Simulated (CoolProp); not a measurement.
Vapour-liquid equilibrium of toluene (1) + n-decane (2) at 1.27 MPa; x and y are mole fractions of (1).

Model: multi-fluid Helmholtz-energy mixture model, Lemmon 2006 and Lemmon 2006; pair parameters Bell 2016, in CoolProp.

### Question
Give the bubble temperature and the first vapour's composition at x = 0.05, 0.5, 0.95. Is there an azeotrope?

### Answer
x = 0.05: 576.9 K, y = 0.083; x = 0.5: 536.2 K, y = 0.689; x = 0.95: 507.4 K, y = 0.978. No azeotrope shows between x = 0.05 and 0.95.

The pair parameters rest on a limited set of measurements; away from them the model extrapolates.
